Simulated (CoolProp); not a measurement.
The numbers come from the reference Helmholtz-energy equation of state, Lemmon 2022 in CoolProp.

Task: For R1234yf, give the phase and the Z, expansivity (1/kK), conductivity (mW/(m K)), fugacity coefficient at 398.3 K and 315 kPa; 398.3 K and 718 kPa.

Result: 
- 398.3 K and 315 kPa: gas; Z 0.975, expansivity 2.75, conductivity 22.4, fugacity coefficient 0.975
- 398.3 K and 718 kPa: gas; Z 0.942, expansivity 3.10, conductivity 22.6, fugacity coefficient 0.944

Thermal conductivity comes from a separate model (Perkins 2011).
